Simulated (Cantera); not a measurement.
An isothermal, constant-pressure homogeneous reactor starts with 43.5 % NH₃, 56.5 % H₂, at 1600 K and 1.00 atm.

Computed with Cantera and the gas-phase N/H chemistry of the illustrative SiF4/NH3 mechanism in the Surface Chemkin manual (1991). Walls and surfaces, which speed up NH3 decomposition in real reactors, are not modelled.

x: mole fraction; the columns are a selection and need not sum to one.

| t (s) | x NH₃ | x H₂ | x N₂H₂ | x N₂H₄ | x N₂ | x NH₂ |
|---|---|---|---|---|---|---|
| 5.00e-6 | 0.435 | 0.565 | <1e-12 | <1e-12 | <1e-12 | 1.26e-7 |
| 1.26e-5 | 0.435 | 0.565 | 1.27e-12 | 1.93e-12 | <1e-12 | 3.18e-7 |
| 3.16e-5 | 0.435 | 0.565 | 1.50e-11 | 1.55e-11 | <1e-12 | 8.00e-7 |
| 7.93e-5 | 0.435 | 0.565 | 1.39e-10 | 1.08e-10 | 5.04e-11 | 2.01e-6 |
| 0.000199 | 0.435 | 0.565 | 1.05e-9 | 7.07e-10 | 2.41e-9 | 5.05e-6 |
| 0.000501 | 0.435 | 0.565 | 7.16e-9 | 4.41e-9 | 7.80e-8 | 1.25e-5 |
| 0.00126 | 0.435 | 0.565 | ___ | ___ | ___ | ___ |
| 0.00316 | 0.435 | 0.565 | 1.15e-7 | 6.07e-8 | 1.73e-5 | 4.63e-5 |
| 0.00795 | 0.434 | 0.565 | 1.31e-7 | 6.81e-8 | 7.80e-5 | 4.90e-5 |
| 0.0200 | 0.434 | 0.566 | 1.31e-7 | 6.81e-8 | ___ | 4.90e-5 |
| 0.0502 | 0.433 | 0.566 | 1.30e-7 | 6.78e-8 | 0.000624 | 4.89e-5 |
| 0.126 | 0.430 | 0.568 | 1.28e-7 | 6.70e-8 | 0.00160 | 4.86e-5 |
| 0.317 | 0.423 | 0.573 | 1.25e-7 | 6.53e-8 | 0.00399 | 4.80e-5 |
| 0.796 | 0.407 | 0.583 | 1.16e-7 | 6.11e-8 | 0.00968 | 4.64e-5 |
| 2.00 | 0.371 | 0.607 | 9.70e-8 | 5.22e-8 | 0.0223 | 4.29e-5 |

Fill in the missing entries.


- 0.00126, x N₂H₂: 4.13e-8
- 0.00126, x N₂H₄: 2.33e-8
- 0.00126, x N₂: 1.59e-6
- 0.00126, x NH₂: 2.87e-5
- 0.0200, x N₂: 0.000234
